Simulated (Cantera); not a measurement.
# Premixed flame

A freely propagating, adiabatic, planar premixed flame of 18.4 % H₂, 16.7 % O₂, 62.8 % N₂, 2.20 % H₂O, equivalence ratio 0.55, unburnt at 698 K and 1.97 atm; mixture-averaged transport, grid criteria slope 0.08 and curve 0.16, no radiation.

Computed with Cantera and the H2/O2 subset of GRI-Mech 3.0, which has no nitrogen chemistry. Burning velocities carry a grid error of a few per cent, more on coarse grids. Lean hydrogen flames are cellular in practice and burn faster than this planar one.

| z (mm) | T (K) | u (m/s) | x H₂ | x O₂ | x H₂O | x O | x OH | x H₂O₂ |
|---|---|---|---|---|---|---|---|---|
| -0.551 | 698 | 4.68 | 0.184 | 0.167 | 0.0220 | <1e-8 | <1e-8 | <1e-8 |
| -0.367 | 698 | 4.68 | 0.183 | 0.167 | 0.0220 | <1e-8 | <1e-8 | <1e-8 |
| -0.276 | 698 | 4.68 | 0.183 | 0.167 | 0.0220 | <1e-8 | <1e-8 | <1e-8 |
| -0.184 | 699 | 4.67 | 0.181 | 0.167 | 0.0221 | 7.29e-8 | 1.19e-8 | 1.94e-7 |
| -0.0918 | 748 | 4.90 | 0.161 | 0.169 | 0.0268 | 2.40e-5 | 8.76e-5 | 1.82e-5 |
| -0.0459 | 953 | 6.10 | 0.124 | 0.162 | 0.0526 | 0.000481 | 0.000769 | 3.24e-5 |
| 0 | 1274 | 8.00 | 0.0690 | 0.135 | 0.112 | 0.00351 | 0.00311 | 1.49e-5 |
| 0.0459 | 1521 | 9.48 | 0.0289 | 0.103 | 0.166 | 0.00762 | 0.00729 | 5.59e-6 |
| 0.0918 | 1662 | 10.3 | 0.0144 | 0.0891 | 0.189 | 0.00875 | 0.00986 | 3.10e-6 |
| 0.184 | 1801 | 11.1 | 0.00807 | 0.0833 | 0.203 | 0.00688 | 0.0108 | 1.63e-6 |
| 0.367 | 1907 | 11.7 | 0.00457 | 0.0821 | 0.211 | 0.00387 | 0.00944 | 9.09e-7 |
| 0.735 | 1972 | 12.1 | 0.00205 | 0.0822 | 0.218 | 0.00171 | 0.00686 | 5.28e-7 |
| 1.47 | 2004 | 12.2 | 0.000782 | 0.0827 | 0.221 | 0.000653 | 0.00444 | 3.10e-7 |
x: mole fraction of selected species; z is measured from the peak of heat release.

- laminar burning velocity = 468 cm/s
- thermal thickness = 0.184 mm
- peak x(O) = 0.00875
- peak x(OH) = 0.0108
- peak x(H₂O₂) = 3.29e-5
- grid points = 112
